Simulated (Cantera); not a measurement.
Cantera run:

```python
import numpy as np
import cantera as ct

gas_names = [...]  # 123 gases of nasa_gas.yaml made of C, H, O, Si
cond_names = """
    C(gr) C6H6(L) C7H8(L) C8H18(L),n-octa H2O(s) H2O(L) Si(cr) Si(L) SiC(b) SiO2(Lqz) SiO2(hqz) SiO2(L)
""".split()


# ... load() reads the species with a 1 bar reference pressure and builds the phases ...
atoms = {
    'SiC': {'Si': 1, 'C': 1},
    'H2O': {'H': 2, 'O': 1},
    'H2': {'H': 2},
}
top_T = {'C(gr)': 4500, 'SiC(b)': 3050}  # K; cautious upper limits of use, not melting points


# ... equilibrate(T, P, feed) seeds the gas with the atoms and calls Mixture.equilibrate('TP', solver="vcs", rtol=1e-11, max_steps=5000) ...
results = []
feed = {'SiC': 1, 'H2O': 0.077, 'H2': 3.7}  # mol
P = 38000  # Pa
for T in [1473, 1548, 1623, 1698, 1773, 1848, 1923, 1998, 2073]:
    mix = equilibrate(T, P, feed)
    results.append((T, P, feed, dict(zip(mix.species_names, mix.species_moles))))

top = {s: max(r[3][s] / sum(r[3][g] for g in gas_names) for r in results) for s in gas_names}
cols = sorted((s for s in top if top[s] > 1e-05), key=lambda s: -top[s])[:7]
seen = [c for c in cond_names if any(r[3].get(c, 0) > 1e-12 for r in results)]
print("log10 of partial pressures in bar; condensed amounts in mol")
print(f"{'T/K':>10s}" + "".join(f"{s[:9]:>10s}" for s in cols + seen))
for T, P, feed, n in results:
    ng = sum(n[g] for g in gas_names)
    print(f"{T:10.4g}" + "".join(f"{np.log10(max(n[s] / ng * P / 1e5, 1e-99)):10.3f}" for s in cols)
          + "".join(f"{n.get(c, 0):10.4g}" for c in seen))
```

It prints:

```
log10 of partial pressures in bar; condensed amounts in mol
       T/K        H2        CO       SiO         H       CH4        Si      SiH2    SiC(b) SiO2(hqz)
      1473    -0.423    -2.603    -4.340    -5.110    -3.889    -9.935    -8.075    0.9738   0.02577
      1548    -0.424    -2.580    -3.529    -4.723    -4.372    -8.719    -7.209    0.9732    0.0238
      1623    -0.426    -2.515    -2.809    -4.373    -4.784    -7.647    -6.456    0.9691   0.01528
      1698    -0.429    -2.422    -2.421    -4.054    -5.011    -6.820    -5.921    0.9615         0
      1773    -0.429    -2.421    -2.421    -3.761    -5.078    -6.199    -5.565    0.9615         0
      1848    -0.429    -2.421    -2.421    -3.490    -5.138    -5.630    -5.237    0.9614         0
      1923    -0.430    -2.420    -2.422    -3.241    -5.194    -5.105    -4.936    0.9613         0
      1998    -0.430    -2.419    -2.424    -3.010    -5.244    -4.622    -4.659    0.9612         0
      2073    -0.431    -2.415    -2.429    -2.796    -5.289    -4.176    -4.406    0.9607         0
```

These are equilibrium values from Cantera (NASA tables, ideal gas, pure condensed phases), not measurements of a reactor. Mutual solubility and eutectic melting of coexisting phases are not modelled. The tables hold silica as quartz up to 1696 K and as liquid above; real silica turns to tridymite and cristobalite and melts near 1996 K. Gases not in the tables: Si2H6 and higher silanes.
